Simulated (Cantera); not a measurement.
# Ignition delay

Mixture: CO : H₂ : CH₄ : O₂ : N₂ = 1 : 0.3 : 0.097 : 1.16 : 4.74 (molar parts), at 500000 Pa, adiabatic and at constant volume. Ignition delay is the time to a rise of 400 K.

Model: GRI-Mech 3.0 (53 species, 325 reactions), integrated in Cantera. Where the delays flatten at high temperature, the 400 K rule measures the pace of heat release, not the induction time.

```tsv
T0 (K)	delay (ms)
1050	1.12
1100	0.344
1150	0.136
1200	0.0655
1250	0.0372
1300	0.0240
1350	0.0169
1400	0.0127
1450	0.0101
1500	0.00823
```

The apparent activation energy between 1400 and 1500 K is 76 kJ/mol.
